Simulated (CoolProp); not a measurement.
Vapour-liquid equilibrium of diethyl ether (1) + benzene (2) at 343.7 K; x and y are mole fractions of (1).

Computed with CoolProp (multi-fluid Helmholtz-energy mixture model, Thol 2014 and Thol 2012; pair parameters Bell 2016).

Question: Give the bubble pressure and the first vapour's composition at x = 0.275, 0.35, 0.65. Is there an azeotrope?

Answer: x = 0.275: 0.1380 MPa, y = 0.594; x = 0.35: 0.1553 MPa, y = 0.674; x = 0.65: 0.2261 MPa, y = 0.875. No azeotrope shows between x = 0.05 and 0.95.

Pair parameters are fitted to limited data, so mixtures are less certain than the pure fluids.
